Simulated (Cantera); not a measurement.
Equilibrium for metals in furnace atmospheres: Cu + CO2 + CO

A closed system holds: 1 mol Cu, 0.4 mol CO2, 6.6 mol CO, held at 1.00 Torr.

Equilibrium computed with Cantera from the NASA thermochemical tables; the gas is ideal and each condensed phase is pure. Candidate condensed phases: C, Cu, CuO, Cu2O; 15 gas species. The numbers say what is thermodynamically allowed, not how fast it happens.

```json
[
 {"T (K)": "1500", "log p CO": "-2.90", "log p Cu": "-5.08", "log p CO2": "-4.12", "log p Cu2": "-8.49", "log p O": "-11.92", "log p CuO": "-12.31", "n Cu(l)": "0.957"},
 {"T (K)": "1550", "log p CO": "-2.91", "log p Cu": "-4.73", "log p CO2": "-4.12", "log p Cu2": "-8.00", "log p O": "-11.32", "log p CuO": "-11.67", "n Cu(l)": "0.901"},
 {"T (K)": "1600", "log p CO": "-2.91", "log p Cu": "-4.40", "log p CO2": "-4.13", "log p Cu2": "-7.55", "log p O": "-10.76", "log p CuO": "-11.08", "n Cu(l)": "0.785"},
 {"T (K)": "1650", "log p CO": "-2.93", "log p Cu": "-4.09", "log p CO2": "-4.15", "log p Cu2": "-7.12", "log p O": "-10.23", "log p CuO": "-10.53", "n Cu(l)": "0.545"},
 {"T (K)": "1700", "log p CO": "-2.96", "log p Cu": "-3.80", "log p CO2": "-4.17", "log p Cu2": "-6.72", "log p O": "-9.73", "log p CuO": "-10.00", "n Cu(l)": "0.0508"},
 {"T (K)": "1750", "log p CO": "-2.96", "log p Cu": "-3.78", "log p CO2": "-4.18", "log p Cu2": "-6.85", "log p O": "-9.26", "log p CuO": "-9.77", "n Cu(l)": "0"},
 {"T (K)": "1800", "log p CO": "-2.96", "log p Cu": "-3.78", "log p CO2": "-4.18", "log p Cu2": "-7.01", "log p O": "-8.82", "log p CuO": "-9.56", "n Cu(l)": "0"},
 {"T (K)": "1850", "log p CO": "-2.96", "log p Cu": "-3.78", "log p CO2": "-4.18", "log p Cu2": "-7.16", "log p O": "-8.40", "log p CuO": "-9.37", "n Cu(l)": "0"}
]
```
log p: log10 of the partial pressure in bar; n: condensed amount in mol.

From 1500 K to 1700 K the condensed part is Cu(l). From 1750 K to 1850 K nothing is condensed. The main Cu-bearing gas is Cu throughout.
